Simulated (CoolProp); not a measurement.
n-heptane along the isobar 2.92 MPa: density (kg/m³) from the reference equation and from simpler models built on Tc = 268.1 °C, pc = 2.774 MPa, ω = 0.349; each cubic takes its own stable root.

The numbers come from the reference Helmholtz-energy equation of state, Span 2003 in CoolProp. It is a short technical equation, of lower accuracy than the large ones.

```
T (°C)   phase  reference
------  ------  ---------
-46.45  liquid      740.7
-24.75  liquid      723.0
-3.05   liquid      705.3
18.65   liquid      687.6
40.35   liquid      669.6
62.05   liquid      651.2
83.75   liquid      632.3
105.45  liquid      612.6
127.25  liquid      591.8
148.95  liquid      569.7
```

**Question.** How far does each simpler model (van der Waals, Redlich-Kwong, Soave-Redlich-Kwong) lie from the reference over these 10 states: mean and median of the absolute difference, and the worst?

**Answer.** 
- van der Waals: mean 41.1 %, median 41.0 %, worst -42.4 % at -46.45 °C and 2.92 MPa
- Redlich-Kwong: mean 14.5 %, median 14.4 %, worst -15.8 % at 148.95 °C and 2.92 MPa
- Soave-Redlich-Kwong: mean 11.2 %, median 11.0 %, worst -12.9 % at -46.45 °C and 2.92 MPa
